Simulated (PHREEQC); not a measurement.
A PHREEQC speciation (ion-association model, wateq4f.dat) at 25 °C gives pH 0.91 and these molalities:

```tsv
species	mol/kgw
H+	0.156
HSO4-	0.146
SO4-2	0.0332
FeSO4+	0.0214
FeHSO4+2	0.0172
Fe(SO4)2-	0.00396
Fe+3	0.00141
Mn+2	7.68e-5
MnSO4	3.32e-5
FeOH+2	3.15e-5
Fe2(OH)2+4	2.59e-7
Fe(OH)2+	3.10e-8
```

Question: What are the element totals, and what could have been dissolved in 1 kg of water to give them?

Answer: This is not unique; one that fits is totals Fe(3) 0.0440, Mn(2) 0.000110, S(6) 0.226 mol/kgw, from 0.16 mol H2SO4, 0.00011 mol MnSO4 and 0.022 mol Fe2(SO4)3 per kg of water.

No solid was allowed to form. The solution is supersaturated, for example in Hematite (slow to form), so a real one may precipitate; this is no full list.
